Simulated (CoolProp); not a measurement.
Computed with CoolProp (reference Helmholtz-energy equation of state, Akasaka 2023).

### Question
For R1224YDZ, give the phase and the density (kg/m³), cp (kJ/(kg K)), cv (kJ/(kg K)), Joule-Thomson coefficient (K/MPa) at 473.1 K and 37 bar; 473.1 K and 74.1 bar; 473.1 K and 92.6 bar.

### Answer
- 473.1 K and 37 bar: supercritical; density 205, cp 1.34, cv 1.02, Joule-Thomson coefficient 9.44
- 473.1 K and 74.1 bar: supercritical; density 693, cp 1.75, cv 1.05, Joule-Thomson coefficient 3.27
- 473.1 K and 92.6 bar: supercritical; density 790, cp 1.54, cv 1.03, Joule-Thomson coefficient 1.68
